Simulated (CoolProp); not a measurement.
Values from CoolProp's reference Helmholtz-energy equation of state, Penoncello 2003.

Question: For CHF3 (R23), give the phase and the cp (kJ/(kg K)), cv (kJ/(kg K)) at 475 K and 0.0262 MPa; 475 K and 0.205 MPa.

Answer: 
- 475 K and 0.0262 MPa: gas; cp 0.962, cv 0.843
- 475 K and 0.205 MPa: gas; cp 0.965, cv 0.844
